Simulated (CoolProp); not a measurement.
Vapour-liquid equilibrium of toluene (1) + n-octane (2) at 329 K; x and y are mole fractions of (1).

The numbers come from the multi-fluid Helmholtz-energy mixture model, Lemmon 2006 and Beckmüller 2019; pair parameters Bell 2016 in CoolProp.

Question: Give the bubble pressure and the first vapour's composition at x = 0.75, 0.85, 0.95. Is there an azeotrope?

Answer: x = 0.75: 0.01486 MPa, y = 0.815; x = 0.85: 0.01525 MPa, y = 0.883; x = 0.95: 0.01557 MPa, y = 0.958. No azeotrope shows between x = 0.05 and 0.95.

Pair parameters are fitted to limited data, so mixtures are less certain than the pure fluids.
